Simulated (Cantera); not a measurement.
## Gas-phase reforming

An isothermal, constant-pressure homogeneous reactor starts with 19.2 % CH4, 80.8 % CO2, at 1975 K and 100000 Pa.

Computed with Cantera and GRI-Mech 3.0 (53 species, 325 reactions).

```
t (s)        x CH4  x CO2    x C2H2    x CH2O    x H2     x O2
--------  --------  -----  --------  --------  ------  -------
0.000700    0.0299  0.550    0.0572  0.000126  0.0823  2.62e-8
0.00178    0.00675  0.425    0.0563   9.45e-5  0.0444  9.90e-8
0.00451    0.00300  0.342    0.0333   4.17e-5  0.0526  1.72e-7
0.0114     0.00175  0.277   0.00976   1.24e-5  0.0717  1.87e-7
0.0290    0.000175  0.251  0.000420   8.72e-7  0.0819  2.32e-7
0.0737     7.31e-9  0.249   1.73e-8   1.59e-8  0.0825  3.22e-7
0.187     7.33e-11  0.249    <1e-12   1.59e-8  0.0825  3.22e-7
0.475     7.33e-11  0.249    <1e-12   1.59e-8  0.0825  3.22e-7
1.21      7.33e-11  0.249    <1e-12   1.59e-8  0.0825  3.22e-7
3.06      7.33e-11  0.249    <1e-12   1.59e-8  0.0825  3.22e-7
7.76      7.33e-11  0.249    <1e-12   1.59e-8  0.0825  3.22e-7
19.7      7.33e-11  0.249    <1e-12   1.59e-8  0.0825  3.22e-7
50.0      7.33e-11  0.249    <1e-12   1.59e-8  0.0825  3.22e-7
```
x: mole fraction; the columns are a selection and need not sum to one.

Equilibrium at this temperature and pressure: CH4 7.86e-11, CO2 0.249, C2H2 <1e-12, CH2O 1.59e-8, H2 0.0825, O2 3.22e-7 (gas phase only).
